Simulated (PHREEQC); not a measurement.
Dissolve 0.27 mol/kgw HF, 0.0047 mol/kgw NH4HF2, 0.00012 mol/kgw H4SiO4 and 0.15 mol/kgw HCl at 25 °C. Closed to the air; pH follows from the charge balance.

The numbers come from PHREEQC with the ion-association model, phreeqc.dat.

Question: The ionic strength comes out as 0.155 mol/kgw. What activity coefficients do Cl-, F-, SiF6-2, HF2-, H+ get?

Answer: Cl- 0.73, F- 0.73, SiF6-2 0.33, HF2- 0.76, H+ 0.81.

No solid was allowed to form. Species that the database lacks are ignored. SiF6-2 is the database's only silicon fluoride.
